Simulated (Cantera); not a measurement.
Cantera run, input and output.

```python
import numpy as np
import cantera as ct

gas = ct.Solution("gri30.yaml")
gas.TPX = 1775, 101325, {'CH4': 1, 'CO2': 0.84}
reactor = ct.IdealGasConstPressureReactor(gas, energy="off", clone=False)
net = ct.ReactorNet([reactor])
net.rtol, net.atol = 1e-08, 1e-18
show = ['CH4', 'CO2', 'C2H4', 'H2', 'C2H', 'O2', 'CO']
times = np.geomspace(0.0009, 4, 12)

steps = ct.SolutionArray(gas, extra=["t"])
rows = []
print(f"{'t/s':>10s}{'T/K':>9s}{'P/Pa':>11s}" + "".join(f"{s:>11s}" for s in show))
for t in times:
    while net.time < t:
        t_next = net.step()
        steps.append(gas.state, t=t_next)
    rows.append([np.interp(t, steps.t, y) for y in (steps.T, steps.P, *steps(*show).X.T)])
    print(f"{t:10.3e}{rows[-1][0]:9.1f}{rows[-1][1]:11.4g}" + "".join(f"{x:11.3e}" for x in rows[-1][2:]))
rate = np.gradient(steps.T, steps.t)
print("integrator steps:", len(steps.t))
if steps.T.max() > steps.T[0] + 200:
    print(f"time of steepest temperature rise: {steps.t[rate.argmax()]:.4e} s")
gas.TPX = 1775, 101325, {'CH4': 1, 'CO2': 0.84}
gas.equilibrate("TP")
print(f"equilibrium (TP): T = {gas.T:.1f} K  " + "  ".join(f"{s} {gas[s].X[0]:.3e}" for s in show))
```

It prints:

```
       t/s      T/K       P/Pa        CH4        CO2       C2H4         H2        C2H         O2         CO
 9.000e-04   1775.0  1.013e+05  3.618e-01  3.981e-01  1.912e-02  1.541e-01  1.451e-07  1.218e-11  1.263e-02
 1.931e-03   1775.0  1.013e+05  2.628e-01  3.439e-01  9.161e-03  2.364e-01  2.624e-07  3.413e-11  3.475e-02
 4.145e-03   1775.0  1.013e+05  1.674e-01  2.672e-01  4.177e-03  2.881e-01  3.772e-07  7.744e-11  8.275e-02
 8.894e-03   1775.0  1.013e+05  8.855e-02  1.664e-01  2.202e-03  2.952e-01  5.045e-07  1.439e-10  1.626e-01
 1.909e-02   1775.0  1.013e+05  4.093e-02  7.990e-02  1.462e-03  2.861e-01  6.130e-07  2.093e-10  2.436e-01
 4.096e-02   1775.0  1.013e+05  2.463e-02  4.964e-02  1.271e-03  3.119e-01  5.733e-07  1.776e-10  2.884e-01
 8.789e-02   1775.0  1.013e+05  1.999e-02  3.776e-02  1.142e-03  3.556e-01  4.328e-07  1.010e-10  3.264e-01
 1.886e-01   1775.0  1.013e+05  1.586e-02  2.606e-02  9.523e-04  4.033e-01  2.994e-07  4.726e-11  3.668e-01
 4.048e-01   1775.0  1.013e+05  1.158e-02  1.574e-02  7.309e-04  4.472e-01  1.972e-07  1.791e-11  4.028e-01
 8.686e-01   1775.0  1.013e+05  7.950e-03  8.047e-03  5.303e-04  4.811e-01  1.285e-07  5.008e-12  4.298e-01
 1.864e+00   1775.0  1.013e+05  5.453e-03  3.201e-03  3.873e-04  5.030e-01  8.794e-08  8.446e-13  4.470e-01
 4.000e+00   1775.0  1.013e+05  4.131e-03  7.832e-04  3.111e-04  5.142e-01  6.843e-08  5.259e-14  4.555e-01
integrator steps: 1817
equilibrium (TP): T = 1775.0 K  CH4 3.689e-03  CO2 1.119e-06  C2H4 2.858e-04  H2 5.178e-01  C2H 6.222e-08  O2 1.491e-19  CO 4.583e-01
```

Cantera simulation using GRI-Mech 3.0 (53 species, 325 reactions); the numbers are that mechanism's predictions, not measurements.
